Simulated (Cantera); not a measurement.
An adiabatic, constant-pressure homogeneous reactor starts with CH4 : O2 : N2 = 1 : 0.909 : 3.42 (molar parts), at 1800 K and 7.50 atm.

Detailed kinetics in Cantera: GRI-Mech 3.0 (53 species, 325 reactions).

x: mole fraction; the columns are a selection and need not sum to one.

```json
[
 {"t (s)": "7.00e-6", "T (K)": "1801", "x CH4": "0.184", "x O2": "0.169", "x NO2": "<1e-12", "x H2": "0.000838", "x O": "1.83e-6", "x CH3": "0.00120"},
 {"t (s)": "3.05e-5", "T (K)": "2719", "x CH4": "…", "x O2": "…", "x NO2": "…", "x H2": "…", "x O": "…", "x CH3": "0.00118"},
 {"t (s)": "0.000133", "T (K)": "2690", "x CH4": "1.89e-9", "x O2": "8.89e-6", "x NO2": "6.21e-9", "x H2": "0.192", "x O": "3.76e-5", "x CH3": "1.46e-9"},
 {"t (s)": "0.000581", "T (K)": "2692", "x CH4": "8.20e-10", "x O2": "9.10e-6", "x NO2": "3.33e-9", "x H2": "0.192", "x O": "3.84e-5", "x CH3": "6.42e-10"},
 {"t (s)": "0.00253", "T (K)": "2692", "x CH4": "8.02e-10", "x O2": "9.16e-6", "x NO2": "2.31e-9", "x H2": "0.192", "x O": "3.86e-5", "x CH3": "6.29e-10"},
 {"t (s)": "0.0111", "T (K)": "2692", "x CH4": "8.02e-10", "x O2": "9.16e-6", "x NO2": "2.29e-9", "x H2": "0.192", "x O": "3.86e-5", "x CH3": "6.29e-10"},
 {"t (s)": "0.0482", "T (K)": "2692", "x CH4": "8.02e-10", "x O2": "9.16e-6", "x NO2": "2.29e-9", "x H2": "0.192", "x O": "3.86e-5", "x CH3": "6.29e-10"},
 {"t (s)": "0.210", "T (K)": "2692", "x CH4": "8.02e-10", "x O2": "9.16e-6", "x NO2": "2.29e-9", "x H2": "0.192", "x O": "3.86e-5", "x CH3": "6.29e-10"},
 {"t (s)": "0.917", "T (K)": "2692", "x CH4": "8.02e-10", "x O2": "9.16e-6", "x NO2": "2.29e-9", "x H2": "0.192", "x O": "3.86e-5", "x CH3": "6.29e-10"},
 {"t (s)": "4.00", "T (K)": "2692", "x CH4": "8.02e-10", "x O2": "9.16e-6", "x NO2": "2.29e-9", "x H2": "0.192", "x O": "3.86e-5", "x CH3": "6.29e-10"}
]
```

Question: Fill in the missing entries.

Answer: 
- 3.05e-5, x CH4: 0.00158
- 3.05e-5, x O2: 1.85e-5
- 3.05e-5, x NO2: 1.30e-9
- 3.05e-5, x H2: 0.164
- 3.05e-5, x O: 3.28e-5
